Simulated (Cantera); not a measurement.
Input: 1 mol SiO₂, 3.3 mol HCl, 18 mol O₂, equilibrated at 1625 K and 7.50 Torr.

Cantera equilibrium calculation (NASA polynomials, part measured and part estimated; ideal gas, pure solids and liquids). Candidate condensed phases: H₂O, Si, SiO₂; 30 gas species. The tables hold silica as quartz up to 1696 K and as liquid above; real silica turns to tridymite and cristobalite and melts near 1996 K. Equilibrium is a limit: real reactors are often held back by kinetics, nucleation or transport.

Problem. What is the equilibrium state?

Solution. 
| Item | Result |
|---|---|
| x(O₂) | 0.825 |
| x(HCl) | 0.109 |
| x(Cl) | 0.0417 |
| x(H₂O) | 0.0218 |
| x(Cl₂) | 0.00108 |
| x(OH) | 0.000444 |
| x(O) | 0.000177 |
| x(ClO) | 8.04e-5 |
| x(HOCl) | 3.48e-6 |
| n(SiO₂(β-quartz)) | 1.00 mol |
| gas amount | 21.52 mol |
| log10 activity of Si(s) (absent) | -17.91 |
